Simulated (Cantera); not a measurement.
An isothermal, constant-pressure homogeneous reactor starts with 48.2 % H₂, 32.2 % O₂, 19.6 % N₂, at 1225 K and 89000 Pa.

Cantera simulation using the H2/O2 subset of GRI-Mech 3.0, which has no nitrogen chemistry; the numbers are that mechanism's predictions, not measurements. The temperature is held fixed by assumption; the heat of reaction is taken as removed at once.

x: mole fraction; the columns are a selection and need not sum to one.

```csv
t (s),x H₂,x O₂,x O,x OH,x HO₂
3.00e-5,0.0716,0.136,0.00974,0.0100,___
7.44e-5,0.00905,0.109,0.000394,0.00110,___
0.000184,0.00358,0.107,4.73e-5,0.000255,___
0.000457,0.00194,0.107,8.67e-6,7.95e-5,___
0.00113,0.00106,0.106,2.68e-6,4.10e-5,___
0.00281,0.000435,0.106,8.08e-7,2.60e-5,___
0.00696,0.000106,0.106,1.76e-7,1.75e-5,___
0.0172,8.32e-6,0.106,4.21e-8,1.40e-5,___
0.0427,9.36e-8,0.106,2.45e-8,1.19e-5,___
0.106,4.53e-8,0.106,1.72e-8,9.95e-6,2.57e-8
0.263,4.41e-8,0.106,1.48e-8,9.21e-6,2.58e-8
0.651,4.41e-8,0.106,1.46e-8,9.16e-6,2.58e-8
1.61,4.41e-8,0.106,1.46e-8,9.16e-6,2.58e-8
4.00,4.41e-8,0.106,1.46e-8,9.16e-6,2.58e-8
```

Q: What belongs in the gaps?

A: 
- 3.00e-5, x HO₂: 0.000303
- 7.44e-5, x HO₂: 0.000179
- 0.000184, x HO₂: 0.000104
- 0.000457, x HO₂: 6.22e-5
- 0.00113, x HO₂: 3.63e-5
- 0.00281, x HO₂: 1.69e-5
- 0.00696, x HO₂: 4.62e-6
- 0.0172, x HO₂: 4.03e-7
- 0.0427, x HO₂: 2.83e-8
